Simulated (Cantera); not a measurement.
A Cantera script and what it prints.

```python
import numpy as np
import cantera as ct

gas_names = """
    H HO2 H2 H2O H2O2 O OH O2 O3 P PH PH3 PO PO2 P2 P4 P4O10
""".split()
cond_names = """
    H2O(s) H2O(L) P(cr) P(L) P4O10(s)
""".split()


# ... load() reads the species with a 1 bar reference pressure and builds the phases ...
atoms = {
    'PH3': {'P': 1, 'H': 3},
    'O2': {'O': 2},
    'H2': {'H': 2},
}
top_T = {'P4O10(s)': 690}  # K; cautious upper limits of use, not melting points


# ... equilibrate(T, P, feed) seeds the gas with the atoms and calls Mixture.equilibrate('TP', solver="vcs", rtol=1e-11, max_steps=5000) ...
results = []
feed = {'PH3': 1, 'O2': 0.036, 'H2': 2.6}  # mol
T = 1373.15  # K
P = 1100000  # Pa
mix = equilibrate(T, P, feed)
results.append((T, P, feed, dict(zip(mix.species_names, mix.species_moles))))
print(gas.report(threshold=0.001))
for i in range(1, mix.n_phases):
    print(f"{mix.phase(i).name:16s} {mix.phase_moles(i):12.5e} mol")
```

Output:

```
       temperature   1373.2 K
          pressure   1.1e+06 Pa
           density   0.88431 kg/m^3
  mean mol. weight   9.1783 kg/kmol
   phase of matter   gas

                          1 kg             1 kmol
                     ---------------   ---------------
          enthalpy        4.0589e+06        3.7254e+07  J
   internal energy         2.815e+06        2.5837e+07  J
           entropy             18837        1.7289e+05  J/K
    Gibbs function       -2.1807e+07       -2.0015e+08  J
 heat capacity c_p            3755.2             34466  J/K
 heat capacity c_v            2849.3             26152  J/K

                      mass frac. Y      mole frac. X     chem. pot. / RT
                     ---------------   ---------------   ---------------
                H2           0.20045            0.9126           -16.043
               H2O          0.032097          0.016353           -48.844
               PH3         0.0066898          0.001806           -33.075
                P2           0.17379          0.025749           -18.021
                P4           0.58693          0.043481           -36.042
     [  +12 minor]        4.4428e-05        9.8025e-06

P(L)              0.00000e+00 mol
```

Cantera equilibrium calculation (NASA polynomials, part measured and part estimated; ideal gas, pure solids and liquids). Gases not in the tables: HPO2, HPO3 and P4O6.
